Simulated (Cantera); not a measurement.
# Stirred combustor or abatement burner

A perfectly stirred reactor is fed with 4.77 % CH4, 18.4 % O2, 69.2 % N2, 7.64 % CO2, equivalence ratio 0.52, at 3750 Torr; it is adiabatic with a 423 K inlet, and is followed from long to short residence time, starting on the burning branch (τ in s: 0.021, 0.0099, 0.0047, 0.0023, 0.0011, 0.00053, 0.00025, 0.00012, 5.9e-05, 2.8e-05).

Model: GRI-Mech 3.0 (53 species, 325 reactions), integrated in Cantera.

```csv
τ (s),T (K),x CH4,x O2,x CO2,x O,x C2H,x CO,x C2H2
0.021,1480,0.000117,0.0891,0.123,1.18e-5,7.92e-12,0.00124,2.18e-7
0.0099,1466,0.000244,0.0900,0.121,1.75e-5,1.38e-11,0.00257,4.10e-7
0.0047,1421,0.000735,0.0932,0.116,2.07e-5,1.65e-11,0.00691,8.83e-7
0.0023,423,0.0477,0.184,0.0764,<1e-12,<1e-12,<1e-12,<1e-12
0.0011,423,0.0477,0.184,0.0764,<1e-12,<1e-12,<1e-12,<1e-12
0.00053,423,0.0477,0.184,0.0764,<1e-12,<1e-12,<1e-12,<1e-12
0.00025,423,0.0477,0.184,0.0764,<1e-12,<1e-12,<1e-12,<1e-12
0.00012,423,0.0477,0.184,0.0764,<1e-12,<1e-12,<1e-12,<1e-12
5.9e-5,423,0.0477,0.184,0.0764,<1e-12,<1e-12,<1e-12,<1e-12
2.8e-5,423,0.0477,0.184,0.0764,<1e-12,<1e-12,<1e-12,<1e-12
```
x: mole fraction; the columns are a selection and need not sum to one.
